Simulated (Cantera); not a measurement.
Input: 1 mol CH₃SiCl₃, 0.012 mol C₂H₄, 1.2 mol H₂, at 26.0 mbar.

Equilibrium computed with Cantera from the NASA thermochemical tables; the gas is ideal and each condensed phase is pure. Candidate condensed phases: C, C₆H₆, C₇H₈, C₈H₁₈, Si, SiC; 109 gas species. The feed counts by its element totals alone. The tables' values for SiCl₃, SiCl are old estimates; treat these amounts as uncertain. Rates play no part. All values below are at 1675 °C.

Base state: HCl 0.526, H₂ 0.378, SiCl₂ 0.0838, Cl 0.00449, H 0.00431, SiCl₃ 0.00321, SiCl 0.000213, C₂H₂ (acetylene) 0.000204 (mole fractions); condensed: C(graphite) + SiC(s).

### Question
What changes in the equilibrium state with this change: H₂ from 1.2 to 9.1 mol?

### Answer
```csv
species,before,after
H₂,0.378,0.755
HCl,0.526,0.229
SiCl₂,0.0838,0.00796
SiCl₄,0.000153,1.38e-6
SiCl₃,0.00321,9.37e-5
SiHCl₃,3.85e-5,1.59e-6
SiCl,0.000213,6.56e-5
"C(graphite), mol",0.393,0.113
"SiC(s), mol",0.629,0.901
```
